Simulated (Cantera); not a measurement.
Si + SF6 + N2 (silicon etching in halogen gases)

Feed: 1 mol Si, 3.3 mol SF6, 19 mol N2, at 0.195 Torr.

Equilibrium computed with Cantera from the NASA thermochemical tables; the gas is ideal and each condensed phase is pure. Candidate condensed phases: S, Si, Si3N4; 29 gas species. The tables' values for SF3, S2F2 (SSF2), SF5 are old estimates; treat these amounts as uncertain. Kinetics and transport are ignored.

| T (K) | x N2 | x F | x SF4 | x SF2 | x SiF4 | x SF3 |
|---|---|---|---|---|---|---|
| 1300 | 0.728 | 0.107 | 0.116 | 0.00355 | 0.0383 | 0.00461 |
| 1325 | 0.718 | 0.119 | 0.109 | 0.00795 | 0.0378 | 0.00701 |
| 1350 | 0.704 | 0.136 | 0.0968 | 0.0155 | 0.0371 | 0.00967 |
| 1375 | 0.686 | 0.158 | 0.0807 | 0.0263 | 0.0361 | 0.0120 |
| 1400 | 0.665 | 0.184 | 0.0622 | 0.0397 | 0.0350 | 0.0136 |
| 1425 | 0.644 | 0.211 | 0.0436 | 0.0543 | 0.0339 | 0.0138 |
| 1450 | 0.624 | 0.235 | 0.0274 | 0.0680 | 0.0328 | 0.0128 |
| 1475 | 0.609 | 0.253 | 0.0155 | 0.0792 | 0.0320 | 0.0108 |
| 1500 | 0.599 | 0.266 | 0.00805 | 0.0870 | 0.0315 | 0.00846 |
| 1525 | 0.593 | 0.273 | 0.00397 | 0.0918 | 0.0312 | 0.00633 |
| 1550 | 0.589 | 0.278 | 0.00191 | 0.0944 | 0.0310 | 0.00461 |
| 1575 | 0.587 | 0.281 | 0.000918 | 0.0954 | 0.0309 | 0.00333 |
| 1600 | 0.585 | 0.284 | 0.000444 | 0.0951 | 0.0308 | 0.00239 |
x: gas mole fraction; nothing condenses.

From 1300 K to 1600 K nothing is condensed. The main Si-bearing gas is SiF4 throughout.
